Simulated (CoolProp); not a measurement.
200 sccm (0 °C, 1 atm) of nitrogen bubbles through liquid ethylbenzene at 366.7 K and leaves saturated at a total pressure of 0.15 MPa (ideal gas phase). Each further row changes one setting.

Computed with CoolProp (reference Helmholtz-energy equation of state, Zhou 2012).

```json
[
 {"case": "as stated", "vapour pressure (kPa)": "27.5", "mole fraction of vapour": "?", "delivery (mg/min)": "?", "delivery (sccm)": "44.9", "change of delivery for a bath 1 K warmer (%)": "4.4"},
 {"case": "bath temperature 371.7 K", "vapour pressure (kPa)": "?", "mole fraction of vapour": "0.218", "delivery (mg/min)": "?", "delivery (sccm)": "?", "change of delivery for a bath 1 K warmer (%)": "4.4"},
 {"case": "total pressure 0.3 MPa", "vapour pressure (kPa)": "27.5", "mole fraction of vapour": "0.0917", "delivery (mg/min)": "?", "delivery (sccm)": "?", "change of delivery for a bath 1 K warmer (%)": "3.9"}
]
```

**Question.** What belongs in the gaps?

**Answer.** 
- as stated, mole fraction of vapour: 0.183
- as stated, delivery (mg/min): 213
- bath temperature 371.7 K, vapour pressure (kPa): 32.6
- bath temperature 371.7 K, delivery (mg/min): 264
- bath temperature 371.7 K, delivery (sccm): 55.6
- total pressure 0.3 MPa, delivery (mg/min): 95.6
- total pressure 0.3 MPa, delivery (sccm): 20.2
